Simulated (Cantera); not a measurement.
Input: 1 mol CuF2, 0.025 mol HF, 3.7 mol N2, held at 18.0 mbar.

These are equilibrium values from Cantera (NASA tables, ideal gas, pure condensed phases), not measurements of a reactor. Candidate condensed phases: Cu, CuF2; 25 gas species. Kinetics and transport are ignored.

x: gas mole fraction; nothing condenses.

```
T (K)   x N2  x CuF2      x F    x CuF     x HF      x Cu
-----  -----  ------  -------  -------  -------  --------
1373   0.781   0.209  0.00229  0.00229  0.00528  6.85e-10
1423   0.780   0.207  0.00383  0.00383  0.00527   2.62e-9
1473   0.778   0.204  0.00617  0.00617  0.00526   9.14e-9
1523   0.776   0.200  0.00959  0.00959  0.00524   2.94e-8
1573   0.772   0.194   0.0144   0.0144  0.00521   8.80e-8
1623   0.767   0.186   0.0210   0.0210  0.00518   2.46e-7
1673   0.760   0.176      ___      ___  0.00513       ___
1723   0.751     ___      ___      ___  0.00508       ___
1773   0.741   0.147   0.0537   0.0537  0.00501   3.80e-6
1823   0.729   0.128   0.0688   0.0688  0.00493   8.58e-6
```

Task: Some entries are withheld; supply them.

Result: 
- 1673, x F: 0.0297
- 1673, x CuF: 0.0297
- 1673, x Cu: 6.47e-7
- 1723, x CuF2: 0.162
- 1723, x F: 0.0406
- 1723, x CuF: 0.0406
- 1723, x Cu: 1.61e-6
